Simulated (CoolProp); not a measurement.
Octamethylcyclotetrasiloxane (D4) along the isobar 2010 kPa: Z from the reference equation and from simpler models built on Tc = 586.5 K, pc = 1347 kPa, ω = 0.598; each cubic takes its own stable root.

Values from CoolProp's reference Helmholtz-energy equation of state, Thol 2015.

| T (K) | phase | reference |
|---|---|---|
| 461.4 | liquid | 0.2049 |
| 466.8 | liquid | 0.2045 |
| 472.1 | liquid | 0.2042 |
| 477.5 | liquid | 0.2040 |
| 482.9 | liquid | 0.2039 |
| 488.2 | liquid | 0.2038 |
| 493.6 | liquid | 0.2038 |
| 499 | liquid | 0.2040 |
| 504.3 | liquid | 0.2042 |
| 509.7 | liquid | 0.2046 |
| 515 | liquid | 0.2051 |
| 520.4 | liquid | 0.2057 |
| 525.8 | liquid | 0.2065 |

Question: How far does each simpler model (Redlich-Kwong, Soave-Redlich-Kwong, Peng-Robinson) lie from the reference over these 13 states: mean and median of the absolute difference, and the worst?

Answer: 
- Redlich-Kwong: mean 19.3 %, median 19.2 %, worst +20.3 % at 525.8 K and 2010 kPa
- Soave-Redlich-Kwong: mean 10.2 %, median 10.1 %, worst +11.8 % at 525.8 K and 2010 kPa
- Peng-Robinson: mean 2.3 %, median 2.6 %, worst -3.2 % at 461.4 K and 2010 kPa
